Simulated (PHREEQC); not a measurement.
Consider water at 45 °C with 2.9 mmol/kgw KH2PO4, 110 mmol/kgw HCl and 78 mmol/kgw ZnSO4. Closed to the air; pH follows from the charge balance.

Computed with PHREEQC (ion-association model, wateq4f.dat).

Precipitation was switched off in this run.

Task: Order these Zn species by the share of Zn that they hold, largest first: Zn+2, Zn(SO4)2-2, ZnCl+, ZnCl2, ZnSO4.

Result: Zn+2 (66 %), ZnSO4 (20 %), ZnCl+ (12 %), Zn(SO4)2-2 (2.1 %), ZnCl2 (0.60 %)

The pH is 1.30 and the ionic strength 0.246 mol/kgw. H3PO4, which wateq4f.dat lacks, is added to it with the constant of phreeqc.dat. Away from 25 °C the constants follow the database's enthalpies or fits; those with neither stay at their 25 °C values. The database has no phosphate complexes of Zn.
